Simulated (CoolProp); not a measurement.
Computed with CoolProp (reference Helmholtz-energy equation of state, Rui 2013).

### Question
Give the vapour pressure (bar), liquid density (kg/m³), liquid conductivity (mW/(m K)) of saturated R236EA at 68.95 °C.

### Answer
| T (°C) | p (bar) | liquid density (kg/m³) | liquid conductivity (mW/(m K)) |
|---|---|---|---|
| 68.95 | 7.63 | 1270 | 64.8 |

Thermal conductivity comes from a separate model (Huber 2003), an estimate that may be off by 10 % or more.
